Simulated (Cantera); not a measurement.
Charge: 1 mol SiH2Cl2, 0.39 mol O2, 1.1 mol N2, equilibrated at 17.0 Pa.

Equilibrium computed with Cantera from the NASA thermochemical tables; the gas is ideal and each condensed phase is pure. Candidate condensed phases: H2O, NH4Cl, Si, SiO2, Si2N2O, Si3N4; 47 gas species. The tables' values for SiCl, SiCl3 are old estimates; treat these amounts as uncertain. Kinetics and transport are ignored.

Task: At 1627 °C, list the 5 most abundant gas species with their mole fractions, and the condensed phases.

Result: HCl 0.333, N2 0.273, SiO 0.193, H2 0.0734, Cl 0.0564. Condensed: gas only.
